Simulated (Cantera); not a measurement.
Input: 1 mol Si, 17 mol HCl, 8.5 mol N2, held at 1273 K and 0.00400 bar.

Method: chemical equilibrium by Gibbs-energy minimisation in Cantera with the NASA 1993 tables (ideal gas, pure condensed phases). Candidate condensed phases: NH4Cl, Si, Si3N4; 28 gas species. The tables' values for SiCl3 are old estimates; treat these amounts as uncertain. Kinetics and transport are ignored.

Base state: HCl 0.536, N2 0.346, H2 0.0777, SiCl4 0.0355, SiCl3 0.00316, SiCl2 0.00184, SiHCl3 0.000206, Cl 1.84e-5 (mole fractions); condensed: gas only.

Q: What changes in the equilibrium state with this change: pressure from 0.00400 bar to 0.00540 bar?

A: 
```json
[
 {"species": "HCl", "before": "0.536", "after": "0.535"},
 {"species": "N2", "before": "0.346", "after": "0.346"},
 {"species": "H2", "before": "0.0777", "after": "0.0784"},
 {"species": "SiCl4", "before": "0.0355", "after": "0.0363"},
 {"species": "SiCl2", "before": "0.00184", "after": "0.00141"},
 {"species": "Cl", "before": "1.84e-5", "after": "1.58e-5"}
]
```

Q: What changes in the equilibrium state with this change: HCl from 17 to 4.3 mol?

A: 
```csv
species,before,after
N2,0.346,0.670
HCl,0.536,0.237
H2,0.0777,0.0594
SiCl4,0.0355,0.0240
SiCl2,0.00184,0.00489
Cl,1.84e-5,9.30e-6
"Si3N4(s), mol",0,0.199
```
N2 is the only nitrogen source here; it is nearly inert below about 1500 K, so the nitride shown seldom forms there in practice.

Q: What changes in the equilibrium state with this change: 0.42 mol HF added?

A: 
```csv
species,before,after
HCl,0.536,0.542
N2,0.346,0.340
H2,0.0777,0.0768
SiCl4,0.0355,0.0316
SiF4,0,0.00375
HF,0,0.00144
```
The tables' values for SiCl3, SiF3 are old estimates; treat these amounts as uncertain.
